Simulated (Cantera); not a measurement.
**SiO₂ + CO + H₂ (carbothermic reduction)**

A closed system holds: 1 mol SiO₂, 13 mol CO, 0.2 mol H₂, held at 2225 K and 750 Torr.

Equilibrium computed with Cantera from the NASA thermochemical tables; the gas is ideal and each condensed phase is pure. Candidate condensed phases: C, C₆H₆, C₇H₈, C₈H₁₈, H₂O, Si, SiC, SiO₂; 123 gas species. The tables hold silica as quartz up to 1696 K and as liquid above; real silica turns to tridymite and cristobalite and melts near 1996 K. Kinetics and transport are ignored.

```json
{
 "x(CO)": "0.950",
 "x(SiO)": "0.0178",
 "x(CO₂)": "0.0165",
 "x(H₂)": "0.0133",
 "x(H₂O)": "0.00124",
 "x(H)": "0.000746",
 "x(OH)": "1.01e-5",
 "x(SiO₂)": "8.22e-6",
 "n(SiO₂(l))": "0.761 mol",
 "gas_amount": "13.44 mol",
 "log10 activity of C(graphite) (absent)": "-3.27",
 "log10 activity of Si(l) (absent)": "-4.11"
}
```
